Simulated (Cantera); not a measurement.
A closed system holds: 1 mol CH4, 0.31 mol CO2, 23 mol N2, 0.21 mol NH3, held at 100 Torr.

Cantera equilibrium calculation (NASA polynomials, part measured and part estimated; ideal gas, pure solids and liquids). Candidate condensed phases: C, C6H6, C7H8, C8H18, H2O; 136 gas species. Equilibrium is a limit: real reactors are often held back by kinetics, nucleation or transport.

x: gas mole fraction; n: condensed amount in mol.

| T (°C) | x N2 | x H2 | x H | x CO | x HCN | x CN | n C(graphite) |
|---|---|---|---|---|---|---|---|
| 1125 | 0.887 | 0.0888 | 3.86e-6 | 0.0238 | 0.000137 | 1.82e-11 | 0.686 |
| 1325 | 0.887 | 0.0886 | 4.34e-5 | 0.0238 | 0.000567 | 2.01e-9 | 0.675 |
| 1525 | 0.886 | 0.0878 | ? | 0.0238 | ? | ? | 0.643 |
| 1725 | 0.885 | 0.0860 | ? | 0.0238 | ? | ? | ? |
| 1925 | 0.881 | 0.0820 | 0.00437 | 0.0238 | 0.00805 | 1.52e-5 | 0.452 |
| 2125 | 0.874 | 0.0743 | 0.0118 | 0.0237 | 0.0138 | 0.000109 | 0.258 |
| 2325 | 0.863 | 0.0621 | 0.0260 | 0.0235 | 0.0205 | 0.000568 | 0 |
| 2525 | 0.852 | 0.0500 | 0.0497 | 0.0232 | 0.0190 | 0.00159 | 0 |
| 2725 | 0.838 | 0.0349 | 0.0803 | 0.0228 | 0.0159 | 0.00377 | 0 |

Complete the blanks.


- 1725, x H: 0.00129
- 1725, x HCN: 0.00404
- 1725, x CN: 1.42e-6
- 1725, n C(graphite): 0.575
- 1525, x H: 0.000286
- 1525, x HCN: 0.00170
- 1525, x CN: 7.72e-8
